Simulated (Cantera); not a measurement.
Cantera with NASA thermochemical tables; ideal gases at 1 bar, condensed phases pure. Values are per mole of reaction as written; species without (g) are pure solids or liquids, kept so even where they would boil at 1 bar.

HBO2(g) + H2O(g) ⇌ B + 3 OH(g)

```csv
T (K),ΔH° (kJ),ΔS° (J/K),ΔG° (kJ),log10 K
1175,933.4,151.6,755.3,-33.58
1225,933.8,151.9,747.7,-31.88
1275,934.2,152.2,740.1,-30.32
1325,?,?,?,?
1375,934.9,152.7,724.9,-27.54
1425,935.2,153.0,717.2,-26.29
1475,?,?,?,?
1525,935.8,153.4,701.9,-24.04
1575,936.1,153.6,694.2,-23.02
1625,936.4,153.7,686.6,-22.07
```

**Question.** What belongs in the gaps?

**Answer.** 
- 1325, ΔH° (kJ): 934.5
- 1325, ΔS° (J/K): 152.5
- 1325, ΔG° (kJ): 732.5
- 1325, log10 K: -28.88
- 1475, ΔH° (kJ): 935.5
- 1475, ΔS° (J/K): 153.2
- 1475, ΔG° (kJ): 709.6
- 1475, log10 K: -25.13
